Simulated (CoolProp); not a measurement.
Vapour-liquid equilibrium of propane (1) + c-C4F8 (RC318) (2) at 0.491 MPa; x and y are mole fractions of (1).

Values from CoolProp's multi-fluid Helmholtz-energy mixture model, Lemmon 2009 and Platzer 1990; pair parameters Bell 2016. This equation is an older, rougher fit; its heat capacities, sound speeds and derivatives of the liquid may be far off and weren't checked against measurements.

| x | bubble temperature (K) | y at the bubble point | dew temperature at overall composition x (K) | liquid density (mol/L) |
|---|---|---|---|---|
| 0.05 | 305.6 | 0.212 | 311.4 | 7.430 |
| 0.2 | 289.7 | 0.569 | 306.0 | 8.096 |
| 0.35 | 281.8 | 0.706 | 300.1 | 8.663 |
| 0.5 | 278.2 | 0.768 | 293.2 | 9.226 |
| 0.65 | 276.2 | 0.811 | 285.2 | 9.866 |
| 0.8 | 274.8 | 0.860 | 276.6 | 10.64 |
| 0.95 | 274.1 | 0.950 | 274.1 | 11.60 |

y crosses x between x = 0.8 and 0.95: the model has an azeotrope there.

Pair parameters are fitted to limited data, so mixtures are less certain than the pure fluids.
